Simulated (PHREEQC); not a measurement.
A PHREEQC speciation (ion-association model, phreeqc.dat) at 35 °C gives pH 5.46 and these molalities:

| species | mol/kgw |
|---|---|
| Zn+2 | 0.0328 |
| SO4-2 | 0.0275 |
| ZnSO4 | 0.0250 |
| Zn(SO4)2-2 | 0.00527 |
| ZnOH+ | 9.45e-6 |

What are the element totals, and what could have been dissolved in 1 kg of water to give them?

This is not unique; one that fits is totals S(6) 0.0630, Zn 0.0630 mol/kgw, from 0.063 mol/kgw ZnSO4.

No solid was allowed to form.
